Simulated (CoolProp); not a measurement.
Saturation properties of acetone.

Values from CoolProp's reference Helmholtz-energy equation of state, Lemmon 2006. It is a short technical equation, of lower accuracy than the large ones.

```csv
T (K),p (kPa),liquid density (kg/m³),vapour density (kg/m³),liquid cp (kJ/(kg K)),surface tension (mN/m)
264.8,5.876,821.1,0.1565,2.073,26.9
278.6,12.33,806.2,0.3138,2.099,25.2
292.4,23.84,791.0,0.5823,2.129,23.4
306.3,43.19,775.5,1.017,2.164,21.7
320.1,73.40,759.6,1.674,2.202,20.0
333.9,118.6,743.4,2.631,2.244,18.3
347.7,183.4,726.6,3.979,2.291,16.6
361.6,273.8,709.0,5.841,2.342,15.0
375.4,394.3,690.8,8.320,2.399,13.3
389.2,551.9,671.7,11.59,2.463,11.7
```

It boils at 329.2 K under 1 atm.

Surface tension comes from a separate correlation (Mulero 2012).
